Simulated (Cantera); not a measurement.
Input: 1 mol CaCO3, 0.99 mol H2, held at 1048.15 K and 33.8 Torr.

Equilibrium computed with Cantera from the NASA thermochemical tables; the gas is ideal and each condensed phase is pure. Candidate condensed phases: C, C6H6, C7H8, C8H18, Ca, CaCO3, CaO, Ca(OH)2, H2O; 115 gas species. Rates play no part.

### Question
What is the equilibrium state?

### Answer
| Property | Value |
|---|---|
| x(CO2) | 0.263 |
| x(H2) | 0.258 |
| x(H2O) | 0.239 |
| x(CO) | 0.239 |
| n(CaO(s)) | 1.00 mol |
| gas amount | 1.990 mol |
| log10 activity of C(graphite) (absent) | -2.66 |
| log10 activity of Ca(s) (absent) | -16.66 |
